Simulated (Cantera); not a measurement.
A perfectly stirred reactor is fed with CH4 : H2 = 1 : 26 (molar parts), at 0.0280 bar; it is held at 1425 K, and followed from long to short residence time.

Computed with Cantera and GRI-Mech 3.0 (53 species, 325 reactions). GRI-Mech 3.0 stops at C3 and has no aromatics, soot or wall deposition, so with more carbon than oxygen in the feed, carbon stays in small species such as C2H2 where larger ones or solid carbon would form. Radical loss at walls, strong at low pressure, is not modelled.

### Question
What does this change do: H2 26 to 170 parts?

### Answer
```tsv
quantity	before	after
x(CH4) at τ = 19.0 s	0.0340	0.00573
x(H2) at τ = 19.0 s	0.964	0.994
x(C2H) at τ = 19.0 s	5.57e-11	2.33e-12
x(C2H6) at τ = 19.0 s	9.30e-7	3.10e-8
x(C2H4) at τ = 19.0 s	4.19e-5	1.51e-6
x(CH4) at τ = 0.100 s	0.0370	0.00585
x(H2) at τ = 0.100 s	0.963	0.994
x(C2H) at τ = 0.100 s	<1e-12	<1e-12
x(C2H6) at τ = 0.100 s	2.16e-7	5.23e-10
x(C2H4) at τ = 0.100 s	8.51e-7	1.32e-9
```

### Question
What does this change do: temperature 1425 to 1600 K?

### Answer
```csv
quantity,before,after
x(CH4) at τ = 19.0 s,0.0340,0.0120
x(H2) at τ = 19.0 s,0.964,0.976
x(C2H) at τ = 19.0 s,5.57e-11,1.24e-8
x(C2H6) at τ = 19.0 s,9.30e-7,3.42e-7
x(C2H4) at τ = 19.0 s,4.19e-5,4.35e-5
x(CH4) at τ = 0.100 s,0.0370,0.0363
x(H2) at τ = 0.100 s,0.963,0.963
x(C2H) at τ = 0.100 s,<1e-12,1.74e-10
x(C2H6) at τ = 0.100 s,2.16e-7,1.84e-6
x(C2H4) at τ = 0.100 s,8.51e-7,3.86e-5
```
